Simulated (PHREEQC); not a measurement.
2.5 g of hydrous ferric oxide (600 m²/g; 0.2 weak and 0.005 strong sites per Fe, Dzombak-Morel constants, diffuse double layer) in 1 kg of water with 0.001 mol/kgw of an inert sodium salt and 6.2e-06 mol Na2SeO4, at 25 °C; the pH is set by adding NaOH or the inert anion's acid. O2 is buffered at 0.21 atm. The system is closed to CO2. Precipitation was switched off in this run.

Model: ion-association model, wateq4f.dat, run in PHREEQC.

```json
[
 {"pH": "3", "Se sorbed (%)": "100.0", "surface charge σ (C/m²)": "0.287", "surface potential ψ (mV)": "221"},
 {"pH": "3.38", "Se sorbed (%)": "100.0", "surface charge σ (C/m²)": "0.230", "surface potential ψ (mV)": "217"},
 {"pH": "3.75", "Se sorbed (%)": "100.0", "surface charge σ (C/m²)": "0.176", "surface potential ψ (mV)": "210"},
 {"pH": "4.12", "Se sorbed (%)": "100.0", "surface charge σ (C/m²)": "0.131", "surface potential ψ (mV)": "200"},
 {"pH": "4.5", "Se sorbed (%)": "100.0", "surface charge σ (C/m²)": "0.093", "surface potential ψ (mV)": "187"},
 {"pH": "4.88", "Se sorbed (%)": "100.0", "surface charge σ (C/m²)": "0.065", "surface potential ψ (mV)": "172"},
 {"pH": "5.25", "Se sorbed (%)": "100.0", "surface charge σ (C/m²)": "0.045", "surface potential ψ (mV)": "156"},
 {"pH": "5.62", "Se sorbed (%)": "99.9", "surface charge σ (C/m²)": "0.030", "surface potential ψ (mV)": "138"},
 {"pH": "6", "Se sorbed (%)": "99.6", "surface charge σ (C/m²)": "0.020", "surface potential ψ (mV)": "119"},
 {"pH": "6.38", "Se sorbed (%)": "98.1", "surface charge σ (C/m²)": "0.013", "surface potential ψ (mV)": "98"},
 {"pH": "6.75", "Se sorbed (%)": "91.4", "surface charge σ (C/m²)": "0.008", "surface potential ψ (mV)": "78"},
 {"pH": "7.12", "Se sorbed (%)": "67.8", "surface charge σ (C/m²)": "0.005", "surface potential ψ (mV)": "57"},
 {"pH": "7.5", "Se sorbed (%)": "28.0", "surface charge σ (C/m²)": "0.003", "surface potential ψ (mV)": "35"},
 {"pH": "7.88", "Se sorbed (%)": "6.6", "surface charge σ (C/m²)": "0.001", "surface potential ψ (mV)": "13"},
 {"pH": "8.25", "Se sorbed (%)": "1.3", "surface charge σ (C/m²)": "-0.001", "surface potential ψ (mV)": "-8"},
 {"pH": "8.62", "Se sorbed (%)": "0.3", "surface charge σ (C/m²)": "-0.002", "surface potential ψ (mV)": "-29"},
 {"pH": "9", "Se sorbed (%)": "0.0", "surface charge σ (C/m²)": "-0.004", "surface potential ψ (mV)": "-51"}
]
```

The oxide is taken as insoluble; below pH 4 it would dissolve.
